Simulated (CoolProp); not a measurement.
A simple Rankine cycle with cyclopropane: condensing at 307.15 K, boiler at 3.45 MPa, turbine inlet 472 K, turbine efficiency 0.6, pump efficiency 0.6, no recuperator. Each further row changes one setting.

Values from CoolProp's reference Helmholtz-energy equation of state, Polt 1992. This equation is an older, rougher fit; its heat capacities, sound speeds and derivatives of the liquid may be far off and weren't checked against measurements.

```csv
case,thermal efficiency (%),net work (kJ/kg),heat in (kJ/kg),turbine exit temperature (K),volume ratio over the turbine
as stated,8.4,55.9,668,429.1,?
condensing temperature 299.15 K,9.5,?,?,423.3,4.61
boiler pressure 2.42 MPa,6.4,44.0,683,442.1,2.61
turbine efficiency 0.5,6.8,45.5,668,434.3,?
```

Fill in the missing entries.


- as stated, volume ratio over the turbine: 3.77
- condensing temperature 299.15 K, net work (kJ/kg): 65.1
- condensing temperature 299.15 K, heat in (kJ/kg): 686
- turbine efficiency 0.5, volume ratio over the turbine: 3.82
